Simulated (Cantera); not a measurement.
What does this Cantera script print?

```python
import numpy as np
import cantera as ct

gas = ct.Solution("gri30.yaml")
gas.TPX = 1225, 1400, {'C2H4': 1, 'H2': 2.1}
inlet = ct.Reservoir(gas, clone=True)

reactor = ct.IdealGasConstPressureReactor(gas, energy="off", clone=False)
exhaust = ct.Reservoir(gas, clone=True)
tau = [1.3, 0.54, 0.24, 0.1, 0.044, 0.019, 0.0082, 0.0036][0]
for a, b in ((inlet, reactor), (reactor, exhaust)):
    ct.MassFlowController(a, b, mdot=lambda t: reactor.mass / tau)
net = ct.ReactorNet([reactor])
show = ['C2H4', 'H2', 'CH3', 'C2H6', 'H']

rows = []
print(f"{'tau/s':>10s}{'T/K':>9s}" + "".join(f"{s:>11s}" for s in show))
for tau in [1.3, 0.54, 0.24, 0.1, 0.044, 0.019, 0.0082, 0.0036]:
    net.initial_time = 0.0
    net.advance(30 * tau)
    before = gas.X
    net.advance(40 * tau)
    drift = np.max(np.abs(gas.X - before) / (gas.X + 1e-9))
    rows.append([gas.T, *gas[show].X, drift])
    print(f"{tau:10.3e}{gas.T:9.1f}" + "".join(f"{x:11.3e}" for x in gas[show].X))
```

It prints:

```
     tau/s      T/K       C2H4         H2        CH3       C2H6          H
 1.300e+00   1225.0  2.926e-01  6.844e-01  8.698e-08  1.811e-04  3.685e-06
 5.400e-01   1225.0  3.126e-01  6.797e-01  3.746e-08  1.117e-04  2.648e-06
 2.400e-01   1225.0  3.204e-01  6.779e-01  7.648e-09  3.167e-05  1.095e-06
 1.000e-01   1225.0  3.224e-01  6.775e-01  9.642e-11  5.895e-07  4.186e-08
 4.400e-02   1225.0  3.225e-01  6.774e-01  1.255e-11  7.788e-08  1.214e-08
 1.900e-02   1225.0  3.225e-01  6.774e-01  2.253e-12  1.407e-08  4.892e-09
 8.200e-03   1225.0  3.226e-01  6.774e-01  4.366e-13  2.756e-09  2.079e-09
 3.600e-03   1225.0  3.226e-01  6.774e-01  9.218e-14  5.966e-10  9.050e-10
```

Cantera simulation using GRI-Mech 3.0 (53 species, 325 reactions); the numbers are that mechanism's predictions, not measurements. GRI-Mech 3.0 was tuned for natural gas; its chemistry of ethylene as a main component is partial and can be far from experiment. GRI-Mech 3.0 stops at C3 and has no aromatics, soot or wall deposition, so with more carbon than oxygen in the feed, carbon stays in small species such as C2H2 where larger ones or solid carbon would form. Radical loss at walls, strong at low pressure, is not modelled.
